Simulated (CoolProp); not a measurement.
A simple Rankine cycle with water: condensing at 290.15 K, boiler at 8.23 MPa, turbine inlet 572.2 K, turbine efficiency 0.8, pump efficiency 0.8, no recuperator. Each further row changes one setting.

Values from CoolProp's reference Helmholtz-energy equation of state, Wagner 2002.

| case | thermal efficiency (%) | net work (kJ/kg) | heat in (kJ/kg) | turbine exit temperature (K) | volume ratio over the turbine |
|---|---|---|---|---|---|
| as stated | 32.4 | 870 | 2690 | 290.1 | 2210 |
| turbine inlet 592.2 K | 32.7 | (withheld) | 2780 | 290.1 | (withheld) |
| condensing temperature 282.15 K | (withheld) | 906 | 2720 | 282.2 | 3590 |
| boiler pressure 5.76 MPa | (withheld) | 893 | 2810 | 290.1 | 1420 |
| turbine efficiency 0.7 | 28.3 | 760 | 2690 | 290.1 | 2340 |

Problem. Fill in the missing entries.

Solution. 
- turbine inlet 592.2 K, net work (kJ/kg): 909
- turbine inlet 592.2 K, volume ratio over the turbine: 2040
- condensing temperature 282.15 K, thermal efficiency (%): 33.3
- boiler pressure 5.76 MPa, thermal efficiency (%): 31.7

The expansion ends wet for: as stated; turbine inlet 592.2 K; condensing temperature 282.15 K; boiler pressure 5.76 MPa; turbine efficiency 0.7.
